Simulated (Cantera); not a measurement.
A closed system holds: 1 mol CuO, 2300 mol H2, 1.5 mol N2, at 0.100 bar.

Cantera equilibrium calculation (NASA polynomials, part measured and part estimated; ideal gas, pure solids and liquids). Candidate condensed phases: Cu, CuO, Cu(OH)2, Cu2O, H2O; 27 gas species. Rates play no part.

Problem. Which condensed phases are stable at each of these points (T (K)): 1423, 1473, 1523, 1573, 1623, 1673, 1723, 1773, 1823, 1873?

Solution. 
```tsv
T (K)	condensed phases	Cu condensed (%)
1423	Cu(l)	95.2
1473	Cu(l)	88.1
1523	Cu(l)	72.3
1573	Cu(l)	38.9
1623	gas only	0.0
1673	gas only	0.0
1723	gas only	0.0
1773	gas only	0.0
1823	gas only	0.0
1873	gas only	0.0
```

From 1423 K to 1573 K the condensed part is Cu(l). From 1623 K to 1873 K nothing is condensed.
